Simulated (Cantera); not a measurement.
## Adiabatic ignition

An adiabatic, constant-volume homogeneous reactor starts with CH4 : CO : O2 : N2 = 1 : 0.032 : 3.36 : 12.6 (molar parts), equivalence ratio 0.60, at 1773 K and 0.430 bar.

Computed with Cantera and GRI-Mech 3.0 (53 species, 325 reactions).

```csv
t (s),T (K),P (bar),x CH4,x CO,x O2,x CH3,x NO,x OH,x H2
1.00e-6,1773,0.430,0.0588,0.00188,0.198,1.43e-6,<1e-12,1.74e-7,2.20e-7
5.55e-6,1773,0.430,0.0588,0.00188,0.198,1.22e-5,<1e-12,7.09e-7,2.11e-6
3.08e-5,1773,0.430,0.0587,0.00188,0.198,8.88e-5,3.40e-12,1.64e-6,1.50e-5
0.000171,1778,0.432,0.0560,0.00216,0.196,0.00135,1.43e-10,3.39e-5,0.000563
0.000949,2738,0.685,<1e-12,0.0203,0.0768,<1e-12,0.00398,0.0237,0.00708
0.00527,2728,0.682,<1e-12,0.0199,0.0712,<1e-12,0.0166,0.0226,0.00696
0.0292,2727,0.681,<1e-12,0.0198,0.0705,<1e-12,0.0183,0.0224,0.00695
0.162,2727,0.681,<1e-12,0.0198,0.0705,<1e-12,0.0183,0.0224,0.00695
0.901,2727,0.681,<1e-12,0.0198,0.0705,<1e-12,0.0183,0.0224,0.00695
5.00,2727,0.681,<1e-12,0.0198,0.0705,<1e-12,0.0183,0.0224,0.00695
```
x: mole fraction; the columns are a selection and need not sum to one.

The time of steepest temperature rise is 0.270 ms and the temperature at 5.00 s is 2727 K. The equilibrium temperature is 2727 K. The x(CH4) at 5.00 s comes out as <1e-12 (gas-phase equilibrium <1e-12) and the x(CO) at 5.00 s comes out as 0.0198 (gas-phase equilibrium 0.0198). The x(O2) at 5.00 s is 0.0705 (gas-phase equilibrium 0.0705).
